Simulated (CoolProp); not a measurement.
Saturation properties of octamethyltrisiloxane (MDM) (Tc = 292.2 °C, pc = 1.438 MPa, ω = 0.528).

Computed with CoolProp (reference Helmholtz-energy equation of state, Thol 2017).

```
T (°C)  p (MPa)  liquid density (kg/m³)  vapour density (kg/m³)  enthalpy of vaporisation (kJ/kg)  liquid cp (kJ/(kg K))  surface tension (mN/m)
------  -------  ----------------------  ----------------------  --------------------------------  ---------------------  ----------------------
117.55  0.03657                   717.0                   2.761                             167.7                  2.016                    8.87
123.55  0.04429                   710.1                   3.311                             165.2                  2.033                    8.42
129.55  0.05324                   703.1                   3.945                             162.7                  2.049                    7.98
135.55  0.06356                   695.9                   4.673                             160.1                  2.065                    7.55
141.55  0.07540                   688.7                   5.503                             157.5                  2.082                    7.13
147.55  0.08889                   681.3                   6.447                             154.8                  2.098                    6.71
153.55   0.1042                   673.8                   7.517                             152.1                  2.115                    6.30
159.55   0.1215                   666.2                   8.724                             149.3                  2.132                    5.91
165.55   0.1409                   658.4                   10.08                             146.5                  2.150                    5.51
171.55   0.1625                   650.4                   11.61                             143.6                  2.168                    5.13
177.55   0.1867                   642.2                   13.32                             140.6                  2.186                    4.76
183.55   0.2135                   633.8                   15.24                             137.5                  2.205                    4.39
189.55   0.2432                   625.2                   17.37                             134.3                  2.224                    4.04
195.55   0.2758                   616.3                   19.76                             131.1                  2.244                    3.69
```

It boils at 152.5 °C under 1 atm.

Surface tension comes from a separate correlation (Mulero 2014), older than this fluid's equation and unchecked against measurements.
